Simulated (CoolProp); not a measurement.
A Linde-Hampson liquefier for normal hydrogen: isothermal reversible compression at 230 K from 1 atm to 25 MPa, throttling to 1 atm, return gas leaving the recuperator 0 K below the feed. Each further row changes one setting.

The numbers come from the reference Helmholtz-energy equation of state, Leachman 2009 in CoolProp.

```csv
case,compression work (kJ/kg of gas)
as stated,5390
high pressure 50 MPa,6240
warm-end temperature 260 K,6080
warm-end gap 5 K,5390
```
